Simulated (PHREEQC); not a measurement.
Dissolve 1.2 mmol/kgw H2SO4, 150 mmol/kgw ZnSO4 and 12 mmol/kgw MnSO4 at 25 °C. Closed to the air; pH follows from the charge balance.

Computed with PHREEQC (ion-association model, phreeqc.dat).

```
Item                      Value
----------------  -------------
pH                         3.11
ionic strength    0.319 mol/kgw
density             1.023 g/cm³
total alkalinity   -2.40 meq/kg
```

| species | molality | activity | log γ |
|---|---|---|---|
| Zn+2 | 0.0722 | 0.0182 | -0.598 |
| SO4-2 | 0.0563 | 0.0138 | -0.610 |
| ZnSO4 | 0.0548 | 0.0590 | 0.032 |
| Zn(SO4)2-2 | 0.0230 | 0.00662 | -0.541 |
| Mn+2 | 0.00727 | 0.00207 | -0.545 |
| MnSO4 | 0.00473 | 0.00509 | 0.032 |
| HSO4- | 0.00141 | 0.00103 | -0.135 |
| H+ | 0.000988 | 0.000771 | -0.108 |
| ZnOH+ | 3.53e-8 | 2.58e-8 | -0.135 |

This is a speciation only: nothing precipitates in the calculation. Species that the database lacks are ignored.
